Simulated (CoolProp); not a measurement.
Saturated liquid density (kg/m³) of R1132(E): the reference equation beside estimates from Tc = 348.8 K, pc = 5174 kPa, ω = 0.245. Rackett uses Z = 0.29056 − 0.08775 ω.

Values from CoolProp's reference Helmholtz-energy equation of state, Akasaka 2024.

```
T (K)  reference  Rackett  van der Waals  Redlich-Kwong  Soave-Redlich-Kwong  Peng-Robinson
-----  ---------  -------  -------------  -------------  -------------------  -------------
263.1       1032     1023          619.4          887.1                925.9           1050
269.6       1013     1003          607.3          865.4                904.5           1026
276.1      993.0    982.2          594.7          842.6                882.0           1001
282.6      972.0    960.7          581.4          818.7                858.0          973.8
289.1      949.8    938.2          567.4          793.5                832.4          944.8
295.6      926.2    914.4          552.6          766.8                805.1          913.7
302.1      900.9    889.1          536.8          738.4                775.6          879.9
308.6      873.5    862.0          519.8          707.9                743.7          843.1
315.1      843.5    832.5          501.4          675.0                708.8          802.7
321.6      810.1    799.9          481.1          638.9                670.2          757.5
328.1      772.1    762.8          458.2          598.5                626.5          706.2
334.5      727.6    719.3          431.8          552.6                576.2          646.9
```

Absolute difference from the reference over all 12 rows, mean and median: Rackett 1.2 and 1.2 %, van der Waals 40.4 and 40.4 %, Redlich-Kwong 18.2 and 17.6 %, Soave-Redlich-Kwong 14.3 and 13.5 %, Peng-Robinson 3.6 and 2.0 %.
